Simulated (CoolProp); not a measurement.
Vapour-liquid equilibrium of carbon dioxide (1) + isopentane (2) at 242.2 K; x and y are mole fractions of (1).

Computed with CoolProp (multi-fluid Helmholtz-energy mixture model, Span 1996 and Lemmon 2006; pair parameters Kunz 2012).

| x | bubble pressure (MPa) | y at the bubble point | dew pressure at overall composition x (MPa) | liquid density (mol/L) |
|---|---|---|---|---|
| 0.05 | 0.1286 | 0.942 | (withheld) | 9.514 |
| 0.15 | 0.3610 | 0.980 | 0.008704 | 10.07 |
| 0.25 | 0.5591 | 0.987 | 0.009868 | 10.75 |
| 0.35 | 0.7124 | 0.990 | 0.01139 | 11.56 |
| 0.45 | 0.8256 | 0.992 | (withheld) | (withheld) |
| 0.55 | 0.9124 | 0.993 | (withheld) | (withheld) |
| 0.65 | 0.9892 | 0.994 | 0.02115 | 15.23 |
| 0.75 | 1.072 | 0.995 | 0.02961 | 17.08 |
| 0.85 | 1.173 | 0.996 | 0.04936 | 19.46 |
| 0.95 | (withheld) | 0.999 | 0.1481 | (withheld) |

Complete the blanks.


- 0.05, dew pressure at overall composition x (MPa): 0.007785
- 0.45, dew pressure at overall composition x (MPa): 0.01346
- 0.45, liquid density (mol/L): 12.55
- 0.55, dew pressure at overall composition x (MPa): 0.01645
- 0.55, liquid density (mol/L): 13.75
- 0.95, bubble pressure (MPa): 1.304
- 0.95, liquid density (mol/L): 22.58

No azeotrope shows between x = 0.05 and 0.95.

Pair parameters are fitted to limited data, so mixtures are less certain than the pure fluids. The gap from Raoult's law changes sign with composition, which may be real or a fault of the pair parameters; it wasn't checked against measurements. With so large a gap from Raoult's law the liquid may split in two, which this calculation doesn't test in full.
